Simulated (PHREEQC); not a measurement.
## Nickel, zinc or cadmium bath: speciation

Make-up at 25 °C: 7.7 mmol/kgw ZnCl2, 1.2 mmol/kgw Na2SO4 and 42 mmol/kgw H2SO4. Closed to the air; pH follows from the charge balance.

The numbers come from PHREEQC with the ion-association model, phreeqc.dat.

Each row changes one thing in this solution. This is a speciation only: nothing precipitates in the calculation.

```csv
case,pH,ionic strength (mol/kgw),HSO4- (mol/kgw),SO4-2 (mol/kgw),NaSO4- (mol/kgw)
as made,1.33,0.0865,0.0279,0.0125,5.69e-5
H2SO4 from 0.042 to 0.063 mol/kgw,1.18,0.114,0.0457,0.0155,[?]
ZnCl2 left out,1.34,[?],0.0301,0.0131,6.38e-5
ZnCl2 from 0.0077 to 0.0116 mol/kgw,1.33,0.0957,0.0271,0.0122,5.42e-5
ZnCl2 from 0.0077 to 0.00077 mol/kgw,1.34,0.0710,0.0298,0.0130,[?]
diluted 2-fold with water,1.59,0.0476,0.0119,[?],2.30e-5
0.0021 mol/kgw KHSO4 added,1.33,0.0898,0.0293,0.0131,5.89e-5
Na2SO4 from 0.0012 to 0.0018 mol/kgw,1.33,0.0876,[?],0.0127,8.67e-5
```

Question: Some entries are withheld; supply them.

Answer: 
- H2SO4 from 0.042 to 0.063 mol/kgw, NaSO4- (mol/kgw): 6.46e-5
- ZnCl2 left out, ionic strength (mol/kgw): 0.0693
- ZnCl2 from 0.0077 to 0.00077 mol/kgw, NaSO4- (mol/kgw): 6.30e-5
- diluted 2-fold with water, SO4-2 (mol/kgw): 0.00838
- Na2SO4 from 0.0012 to 0.0018 mol/kgw, HSO4- (mol/kgw): 0.0283
